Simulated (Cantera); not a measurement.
Input: 1 mol SiCl4, 0.28 mol Cl2, 66 mol H2, at 190000 Pa.

Points: T (K) = 1273, 1298, 1323, 1348, 1373, 1398, 1423, 1448, 1473.

Cantera's Mixture.equilibrate('TP', solver="vcs", rtol=1e-11, max_steps=5000) on the NASA tables stopped like this:

```
  SiCL4 3.269e-03  SiCL2 2.451e-03  SiCL3 1.158e-03  SiH2CL2 9.750e-04  SiH3CL 5.615e-05  SiH4 1.344e-06
   condensed (mol): Si(cr) 0.1434
T = 1323 K  P = 190000 Pa  gas = 67.7 mol
   x: H2 9.557e-01  HCL 3.219e-02  SiHCL3 4.188e-03  SiCL2 2.965e-03  SiCL4 2.781e-03  SiCL3 1.228e-03  SiH2CL2 9.037e-04  SiH3CL 5.512e-05  SiH4 1.393e-06  H 1.125e-06
   condensed (mol): Si(cr) 0.1793
T = 1348 K  P = 190000 Pa  gas = 67.77 mol
   x: H2 9.538e-01  HCL 3.456e-02  SiHCL3 3.632e-03  SiCL2 3.513e-03  SiCL4 2.318e-03  SiCL3 1.273e-03  SiH2CL2 8.289e-04  SiH3CL 5.379e-05  H 1.639e-06  SiH4 1.442e-06
   condensed (mol): Si(cr) 0.2124
ERROR: FAILURE its = 5001!

*******************************************************************************
CanteraError thrown by MultiPhase::equilibrate:
VCS solver failed. Return code: -1
*******************************************************************************
```

Q: What got this run through?

A: This is not unique; one that fits is The failure is numerical, not chemical. The same input converged with solver="gibbs", rtol=1e-10, max_steps=50000, and the result passed a check of the equilibrium conditions:
```
T = 1273 K  P = 190000 Pa  gas = 67.56 mol
   x: H2 9.596e-01  HCL 2.714e-02  SiHCL3 5.325e-03  SiCL4 3.768e-03  SiCL2 1.985e-03  SiCL3 1.068e-03  SiH2CL2 1.042e-03  SiH3CL 5.687e-05  SiH4 1.295e-06
   condensed (mol): Si(cr) 0.1052
T = 1298 K  P = 190000 Pa  gas = 67.63 mol
   x: H2 9.576e-01  HCL 2.970e-02  SiHCL3 4.756e-03  SiCL4 3.269e-03  SiCL2 2.451e-03  SiCL3 1.158e-03  SiH2CL2 9.750e-04  SiH3CL 5.615e-05  SiH4 1.344e-06
   condensed (mol): Si(cr) 0.1434
T = 1323 K  P = 190000 Pa  gas = 67.7 mol
   x: H2 9.557e-01  HCL 3.219e-02  SiHCL3 4.188e-03  SiCL2 2.965e-03  SiCL4 2.781e-03  SiCL3 1.228e-03  SiH2CL2 9.037e-04  SiH3CL 5.512e-05  SiH4 1.393e-06  H 1.125e-06
   condensed (mol): Si(cr) 0.1793
T = 1348 K  P = 190000 Pa  gas = 67.77 mol
   x: H2 9.538e-01  HCL 3.456e-02  SiHCL3 3.632e-03  SiCL2 3.513e-03  SiCL4 2.318e-03  SiCL3 1.273e-03  SiH2CL2 8.289e-04  SiH3CL 5.379e-05  H 1.639e-06  SiH4 1.442e-06
   condensed (mol): Si(cr) 0.2124
T = 1373 K  P = 190000 Pa  gas = 67.84 mol
   x: H2 9.521e-01  HCL 3.674e-02  SiCL2 4.079e-03  SiHCL3 3.103e-03  SiCL4 1.893e-03  SiCL3 1.292e-03  SiH2CL2 7.525e-04  SiH3CL 5.218e-05  H 2.357e-06  SiH4 1.491e-06
   condensed (mol): Si(cr) 0.242
T = 1398 K  P = 190000 Pa  gas = 67.91 mol
   x: H2 9.505e-01  HCL 3.872e-02  SiCL2 4.645e-03  SiHCL3 2.611e-03  SiCL4 1.515e-03  SiCL3 1.283e-03  SiH2CL2 6.762e-04  SiH3CL 5.035e-05  H 3.347e-06  SiH4 1.540e-06
   condensed (mol): Si(cr) 0.2678
T = 1423 K  P = 190000 Pa  gas = 67.97 mol
   x: H2 9.491e-01  HCL 4.045e-02  SiCL2 5.193e-03  SiHCL3 2.167e-03  SiCL3 1.250e-03  SiCL4 1.190e-03  SiH2CL2 6.019e-04  SiH3CL 4.832e-05  H 4.695e-06  SiH4 1.590e-06
   condensed (mol): Si(cr) 0.2896
T = 1448 K  P = 190000 Pa  gas = 68.02 mol
   x: H2 9.479e-01  HCL 4.193e-02  SiCL2 5.710e-03  SiHCL3 1.776e-03  SiCL3 1.195e-03  SiCL4 9.185e-04  SiH2CL2 5.312e-04  SiH3CL 4.616e-05  H 6.510e-06  SiH4 1.640e-06
   condensed (mol): Si(cr) 0.3076
T = 1473 K  P = 190000 Pa  gas = 68.06 mol
   x: H2 9.469e-01  HCL 4.316e-02  SiCL2 6.184e-03  SiHCL3 1.441e-03  SiCL3 1.124e-03  SiCL4 6.992e-04  SiH2CL2 4.656e-04  SiH3CL 4.393e-05  H 8.931e-06  SiH4 1.690e-06
   condensed (mol): Si(cr) 0.322
```

The gas is ideal and each condensed phase is pure. The tables' values for SiCl3 are old estimates; treat these amounts as uncertain.
